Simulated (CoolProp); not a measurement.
Model: reference Helmholtz-energy equation of state, Colonna 2008, in CoolProp. It is a short technical equation, of lower accuracy than the large ones.

Q: For dodecamethylcyclohexasiloxane (D6), give the phase and the cv (kJ/(kg K)), isothermal compressibility (1/MPa), fugacity coefficient at 562.5 K and 0.101 MPa; 600.8 K and 0.101 MPa.

A: 
- 562.5 K and 0.101 MPa: gas; cv 1.84, isothermal compressibility 10.7, fugacity coefficient 0.932
- 600.8 K and 0.101 MPa: gas; cv 1.91, isothermal compressibility 10.5, fugacity coefficient 0.945
